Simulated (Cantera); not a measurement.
Feed: 1 mol SiH2Cl2, 21 mol NH3, equilibrated at 0.133 bar.

Equilibrium computed with Cantera from the NASA thermochemical tables; the gas is ideal and each condensed phase is pure. Candidate condensed phases: NH4Cl, Si, Si3N4; 28 gas species. Gases not in the tables: Si2H6 and higher silanes. Rates play no part.

Task: Which condensed phases are stable at each of these points (T (K)): 1548, 1648, 1748, 1848, 1948, 2048, 2148?

Result: 
```csv
T (K),condensed phases,Si condensed (%)
1548,Si3N4(s),98.9
1648,Si3N4(s),96.6
1748,Si3N4(s),91.2
1848,Si3N4(s),81.6
1948,Si(l),77.9
2048,Si(l),76.6
2148,Si(l),70.9
```

From 1548 K to 1848 K the condensed part is Si3N4(s). From 1948 K to 2148 K the condensed part is Si(l).
